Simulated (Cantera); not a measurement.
A closed system holds: 1 mol Si, 0.57 mol Cl2, 1.4 mol H2, at 977 °C and 0.650 bar.

Equilibrium computed with Cantera from the NASA thermochemical tables; the gas is ideal and each condensed phase is pure. Candidate condensed phases: Si; 19 gas species. The tables' values for SiCl3 are old estimates; treat these amounts as uncertain. Equilibrium is a limit: real reactors are often held back by kinetics, nucleation or transport.

Task: What is the equilibrium state?

Result: 
```json
{
 "x(H2)": "0.763",
 "x(SiCl4)": "0.100",
 "x(HCl)": "0.0637",
 "x(SiHCl3)": "0.0428",
 "x(SiCl3)": "0.0137",
 "x(SiCl2)": "0.0134",
 "x(SiH2Cl2)": "0.00249",
 "x(SiH3Cl)": "4.00e-5",
 "n(Si(s))": "0.704 mol",
 "gas_amount": "1.709 mol"
}
```
